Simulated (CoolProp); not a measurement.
Vapour-liquid equilibrium of R22 (1) + ethanol (2) at 62.4 kPa; x and y are mole fractions of (1).

Model: multi-fluid Helmholtz-energy mixture model, Kamei 1995 and Schroeder 2014; pair parameters Bell 2016, in CoolProp.

```csv
x,"bubble temperature, mixture model (K)","bubble temperature, Raoult's law (K)","y, mixture model","y, Raoult's law"
0.05,285.2,299.6,0.944,0.870
0.125,256.7,272.6,0.993,0.978
0.2,244.4,259.4,0.998,0.993
0.275,237.3,251.1,0.999,0.997
0.35,232.9,245.1,0.999,0.998
0.425,230.1,240.6,1.000,0.999
0.5,228.3,236.9,1.000,0.999
0.575,227.2,233.8,1.000,1.000
0.65,226.4,231.2,1.000,1.000
0.725,225.8,228.9,1.000,1.000
0.8,225.2,226.9,1.000,1.000
0.875,224.4,225.1,1.000,1.000
0.95,223.4,223.5,1.000,1.000
```

The largest gap from Raoult's law is -15.9 K in bubble temperature, at x = 0.125. No azeotrope shows between x = 0.05 and 0.95.

The pair parameters rest on a limited set of measurements; away from them the model extrapolates. With so large a gap from Raoult's law the liquid may split in two, which this calculation doesn't test in full.
